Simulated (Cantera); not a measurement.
Charge: 1 mol BN, 30 mol Cl2, 0.55 mol H2, held at 2073.15 K and 10.0 mbar.

Equilibrium computed with Cantera from the NASA thermochemical tables; the gas is ideal and each condensed phase is pure. Candidate condensed phases: B, BN, NH4Cl; 21 gas species. The tables' values for BCl2, BCl are old estimates; treat these amounts as uncertain. Equilibrium is a limit: real reactors are often held back by kinetics, nucleation or transport.

**Question.** What is the equilibrium state?

**Answer.** 
* **x(Cl)**: 0.946
* **x(HCl)**: 0.0190
* **x(BCl3)**: 0.0164
* **x(Cl2)**: 0.00957
* **x(N2)**: 0.00862
* **x(BCl2)**: 0.000745
* **x(BCl)**: 0.000102
* **x(H)**: 1.03e-5
* **gas amount**: 58.00 mol
* **log10 activity of B(s) (absent)**: -5.24
